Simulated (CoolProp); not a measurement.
Vapour-liquid equilibrium of dimethyl ether (1) + 1-butene (2) at 193.9 K; x and y are mole fractions of (1).

Model: multi-fluid Helmholtz-energy mixture model, Wu 2011 and Lemmon 2005; pair parameters Bell 2016, in CoolProp.

Question: Give the bubble pressure and the first vapour's composition at x = 0.05, 0.35, 0.8. Is there an azeotrope?

Answer: x = 0.05: 1.876 kPa, y = 0.175; x = 0.35: 3.001 kPa, y = 0.628; x = 0.8: 3.967 kPa, y = 0.884. No azeotrope shows between x = 0.05 and 0.95.

The pair parameters rest on a limited set of measurements; away from them the model extrapolates.
